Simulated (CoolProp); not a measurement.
The numbers come from the reference Helmholtz-energy equation of state, Schroeder 2014 in CoolProp.

Question: For ethanol, give the phase and the density (kg/m³), conductivity (mW/(m K)) at -15.35 °C and 722 kPa.

Answer: 
- -15.35 °C and 722 kPa: liquid; density 820, conductivity 173

Thermal conductivity comes from a separate model (Assael 2013).
